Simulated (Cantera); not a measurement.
Feed: 1 mol SiC, 2.4 mol N₂O, 11 mol H₂, equilibrated at 0.0420 bar.

Equilibrium computed with Cantera from the NASA thermochemical tables; the gas is ideal and each condensed phase is pure. Candidate condensed phases: C, C₆H₆, C₇H₈, C₈H₁₈, H₂O, Si, SiC, SiO₂, Si₂N₂O, Si₃N₄; 151 gas species. Mutual solubility and eutectic melting of coexisting phases are not modelled. The tables hold silica as quartz up to 1696 K and as liquid above; real silica turns to tridymite and cristobalite and melts near 1996 K. Equilibrium is a limit: real reactors are often held back by kinetics, nucleation or transport.

### Question
What share of the Si ends up in condensed phases as a function of T (K), at 1200, 1250, 1300, 1350, 1400, 1450, 1500, 1550, 1600, 1650, 1700?

### Answer
```json
[
 {"T (K)": "1200", "Si condensed (%)": "100.0", "as": "SiO₂(β-quartz) + Si₂N₂O(s)"},
 {"T (K)": "1250", "Si condensed (%)": "100.0", "as": "SiO₂(β-quartz) + Si₂N₂O(s)"},
 {"T (K)": "1300", "Si condensed (%)": "100.0", "as": "SiO₂(β-quartz) + Si₂N₂O(s)"},
 {"T (K)": "1350", "Si condensed (%)": "100.0", "as": "SiO₂(β-quartz) + Si₂N₂O(s)"},
 {"T (K)": "1400", "Si condensed (%)": "100.0", "as": "SiO₂(β-quartz) + Si₂N₂O(s)"},
 {"T (K)": "1450", "Si condensed (%)": "99.9", "as": "SiO₂(β-quartz) + Si₂N₂O(s)"},
 {"T (K)": "1500", "Si condensed (%)": "99.6", "as": "SiO₂(β-quartz) + Si₂N₂O(s)"},
 {"T (K)": "1550", "Si condensed (%)": "98.5", "as": "SiO₂(β-quartz) + Si₂N₂O(s)"},
 {"T (K)": "1600", "Si condensed (%)": "95.0", "as": "SiO₂(β-quartz) + Si₂N₂O(s)"},
 {"T (K)": "1650", "Si condensed (%)": "84.4", "as": "SiO₂(β-quartz) + Si₂N₂O(s)"},
 {"T (K)": "1700", "Si condensed (%)": "53.6", "as": "SiO₂(condensed) + Si₂N₂O(s)"}
]
```
